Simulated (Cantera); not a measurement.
Cantera run:

```python
import numpy as np
import cantera as ct

gas_names = """
    AL ALCL ALCL2 ALCL3 ALO ALOCL ALO2 AL2 AL2CL6 AL2O AL2O2 CL CLO CL2 O O2 O3 Si SiCL SiCL2 SiCL3
    SiCL4 SiO SiO2 Si2 Si3
""".split()
cond_names = """
    AL(cr) AL(L) ALCL3(s) ALCL3(L) AL2O3(a) AL2O3(L) AL2SiO5(an) AL6Si2O13(s) Si(cr) Si(L) SiO2(Lqz)
    SiO2(hqz) SiO2(L)
""".split()


# ... load() reads the species with a 1 bar reference pressure and builds the phases ...
atoms = {
    'Al2O3': {'AL': 2, 'O': 3},
    'SiCl4': {'Si': 1, 'CL': 4},
    'O2': {'O': 2},
}
top_T = {'AL2SiO5(an)': 2000, 'AL6Si2O13(s)': 2100}  # K; cautious upper limits of use, not melting points


# ... equilibrate(T, P, feed) seeds the gas with the atoms and calls Mixture.equilibrate('TP', solver="vcs", rtol=1e-11, max_steps=5000) ...
results = []
feed = {'Al2O3': 1, 'SiCl4': 0.4, 'O2': 0.1}  # mol
P = 1000  # Pa
for T in [1073, 1148, 1223, 1298, 1373, 1448, 1523, 1598, 1673, 1748, 1823, 1898]:
    mix = equilibrate(T, P, feed)
    results.append((T, P, feed, dict(zip(mix.species_names, mix.species_moles))))

top = {s: max(r[3][s] / sum(r[3][g] for g in gas_names) for r in results) for s in gas_names}
cols = sorted((s for s in top if top[s] > 0.0001), key=lambda s: -top[s])[:8]
seen = [c for c in cond_names if any(r[3].get(c, 0) > 1e-12 for r in results)]
print("log10 of partial pressures in bar; condensed amounts in mol")
print(f"{'T/K':>10s}" + "".join(f"{s[:9]:>10s}" for s in cols + seen))
for T, P, feed, n in results:
    ng = sum(n[g] for g in gas_names)
    print(f"{T:10.4g}" + "".join(f"{np.log10(max(n[s] / ng * P / 1e5, 1e-99)):10.3f}" for s in cols)
          + "".join(f"{n.get(c, 0):10.4g}" for c in seen))
```

Result:

```
log10 of partial pressures in bar; condensed amounts in mol
       T/K     ALCL3        CL       CL2     SiCL4     ALCL2     ALOCL       SiO    AL2CL6  AL2O3(a) AL2SiO5(a AL6Si2O13
      1073    -2.193    -4.208    -2.479    -3.669   -11.381   -13.946   -20.228    -5.796    0.4213    0.3872         0
      1148    -2.188    -3.816    -2.489    -3.927   -10.417   -12.671   -18.197    -6.146    0.2154         0    0.1964
      1223    -2.188    -3.476    -2.506    -4.194    -9.572   -11.556   -16.449    -6.458    0.2084         0    0.1981
      1298    -2.193    -3.183    -2.538    -4.434    -8.823   -10.573   -14.891    -6.742    0.2049         0    0.1989
      1373    -2.204    -2.934    -2.592    -4.654    -8.150    -9.701   -13.483    -7.004    0.2031         0    0.1993
      1448    -2.220    -2.730    -2.679    -4.858    -7.534    -8.923   -12.187    -7.248     0.202         0    0.1995
      1523    -2.239    -2.572    -2.810    -5.047    -6.959    -8.224   -10.972    -7.478    0.2013         0    0.1997
      1598    -2.259    -2.460    -2.991    -5.220    -6.410    -7.593    -9.811    -7.688    0.2009         0    0.1998
      1673    -2.276    -2.388    -3.218    -5.374    -5.878    -7.020    -8.691    -7.875    0.2007         0    0.1998
      1748    -2.288    -2.347    -3.474    -5.508    -5.364    -6.495    -7.617    -8.036    0.2005         0    0.1999
      1823    -2.295    -2.325    -3.741    -5.626    -4.874    -6.014    -6.598    -8.177    0.2005         0    0.1999
      1898    -2.303    -2.312    -4.004    -5.734    -4.415    -5.571    -5.645    -8.306    0.2007         0    0.1998
```

Method: chemical equilibrium by Gibbs-energy minimisation in Cantera with the NASA 1993 tables (ideal gas, pure condensed phases). Mutual solubility and eutectic melting of coexisting phases are not modelled. The tables' values for AlCl2, SiCl3 are old estimates; treat these amounts as uncertain. Condensed phases not in the tables: alloys, solid solutions and most ternary compounds.
